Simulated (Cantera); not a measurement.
NO annealing gas

An isothermal, constant-pressure homogeneous reactor starts with 40.0 % NO, 60.0 % N2, at 2125 K and 10.00 Torr.

Computed with Cantera and GRI-Mech 3.0 (53 species, 325 reactions). Radical loss at walls, strong at low pressure, is not modelled.

| t (s) | x NO | x N2O | x O | x N2 | x O2 | x NO2 |
|---|---|---|---|---|---|---|
| 8.00e-6 | 0.400 | 4.66e-8 | 4.66e-8 | 0.600 | 2.65e-12 | <1e-12 |
| 2.56e-5 | 0.400 | 1.49e-7 | 1.49e-7 | 0.600 | 2.73e-11 | 9.38e-12 |
| 8.21e-5 | 0.400 | 4.77e-7 | 4.79e-7 | 0.600 | 2.81e-10 | 9.57e-11 |
| 0.000263 | 0.400 | 1.52e-6 | 1.55e-6 | 0.600 | 2.90e-9 | 9.58e-10 |
| 0.000843 | 0.400 | 4.76e-6 | 5.04e-6 | 0.600 | 3.01e-8 | 9.07e-9 |
| 0.00270 | 0.400 | 1.43e-5 | 1.71e-5 | 0.600 | 3.22e-7 | 7.43e-8 |
| 0.00865 | 0.400 | 3.74e-5 | 6.26e-5 | 0.600 | 3.70e-6 | 4.57e-7 |
| 0.0277 | 0.400 | 6.79e-5 | 0.000244 | 0.600 | 4.71e-5 | 2.01e-6 |
| 0.0888 | 0.398 | 6.87e-5 | 0.000798 | 0.601 | 0.000564 | 5.66e-6 |
| 0.285 | 0.389 | 5.50e-5 | 0.00167 | 0.605 | 0.00469 | 1.07e-5 |
| 0.912 | 0.347 | 3.74e-5 | 0.00267 | 0.625 | 0.0248 | 1.89e-5 |
| 2.92 | 0.202 | 9.90e-6 | 0.00457 | 0.697 | 0.0964 | 2.21e-5 |
| 9.36 | 0.0320 | 2.55e-7 | 0.00609 | 0.782 | 0.180 | 4.86e-6 |
| 30.0 | 0.0103 | 6.63e-8 | 0.00629 | 0.792 | 0.191 | 1.61e-6 |
x: mole fraction; the columns are a selection and need not sum to one.

Equilibrium at this temperature and pressure: NO 0.0102, N2O 6.57e-8, O 0.00629, N2 0.792, O2 0.191, NO2 1.58e-6 (gas phase only).
